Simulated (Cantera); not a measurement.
An isothermal, constant-pressure homogeneous reactor starts with CH4 : N2 = 1 : 170 (molar parts), at 1375 K and 0.00227 atm. Integrator tolerance rtol = 1e-08.

Cantera simulation using GRI-Mech 3.0 (53 species, 325 reactions); the numbers are that mechanism's predictions, not measurements. GRI-Mech 3.0 stops at C3 and has no aromatics, soot or wall deposition, so with more carbon than oxygen in the feed, carbon stays in small species such as C2H2 where larger ones or solid carbon would form. Radical loss at walls, strong at low pressure, is not modelled.

Question: What does this change do: pressure from 0.00227 atm to 0.0263 atm?

Answer: 
```json
[
 {"quantity": "x(CH4) at 20.0 s", "before": "0.00583 (gas-phase equilibrium 8.71e-8)", "after": "0.00479 (gas-phase equilibrium 1.01e-6)"},
 {"quantity": "x(H) at 20.0 s", "before": "1.06e-8 (gas-phase equilibrium 6.72e-6)", "after": "3.04e-7 (gas-phase equilibrium 1.97e-6)"},
 {"quantity": "x(C2H2) at 20.0 s", "before": "5.81e-7 (gas-phase equilibrium 0.000159)", "after": "0.000419 (gas-phase equilibrium 0.000159)"},
 {"quantity": "x(HCN) at 20.0 s", "before": "<1e-12 (gas-phase equilibrium 0.00550)", "after": "1.98e-9 (gas-phase equilibrium 0.00549)"},
 {"quantity": "x(H2) at 20.0 s", "before": "1.53e-5 (gas-phase equilibrium 0.00872)", "after": "0.00146 (gas-phase equilibrium 0.00872)"},
 {"quantity": "x(CH2) at 20.0 s", "before": "6.32e-10 (gas-phase equilibrium <1e-12)", "after": "2.08e-9 (gas-phase equilibrium <1e-12)"}
]
```

Question: What does this change do: pressure from 0.00227 atm to 0.0132 atm?

Answer: 
```csv
quantity,before,after
x(CH4) at 20.0 s,0.00583 (gas-phase equilibrium 8.71e-8),0.00524 (gas-phase equilibrium 5.05e-7)
x(H) at 20.0 s,1.06e-8 (gas-phase equilibrium 6.72e-6),2.35e-7 (gas-phase equilibrium 2.79e-6)
x(C2H2) at 20.0 s,5.81e-7 (gas-phase equilibrium 0.000159),0.000165 (gas-phase equilibrium 0.000159)
x(HCN) at 20.0 s,<1e-12 (gas-phase equilibrium 0.00550),7.67e-10 (gas-phase equilibrium 0.00550)
x(H2) at 20.0 s,1.53e-5 (gas-phase equilibrium 0.00872),0.000751 (gas-phase equilibrium 0.00872)
x(CH2) at 20.0 s,6.32e-10 (gas-phase equilibrium <1e-12),3.58e-9 (gas-phase equilibrium <1e-12)
```
